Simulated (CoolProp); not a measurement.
Values from CoolProp's reference Helmholtz-energy equation of state, Marx 1992.

### Question
For R113, give the phase and the Joule-Thomson coefficient (K/MPa) at 77.95 °C and 0.101 MPa; 107.75 °C and 0.101 MPa; 226.85 °C and 0.101 MPa.

### Answer
- 77.95 °C and 0.101 MPa: gas; Joule-Thomson coefficient 22.0
- 107.75 °C and 0.101 MPa: gas; Joule-Thomson coefficient 17.1
- 226.85 °C and 0.101 MPa: gas; Joule-Thomson coefficient 8.42
